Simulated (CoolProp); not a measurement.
Computed with CoolProp (reference Helmholtz-energy equation of state, Lemmon 2006). It is a short technical equation, of lower accuracy than the large ones.

**Question.** For n-decane, give the phase and the cp (kJ/(kg K)), expansivity (1/kK) at 346.85 °C and 4.2 MPa.

**Answer.** 
- 346.85 °C and 4.2 MPa: supercritical; cp 3.60, expansivity 4.45
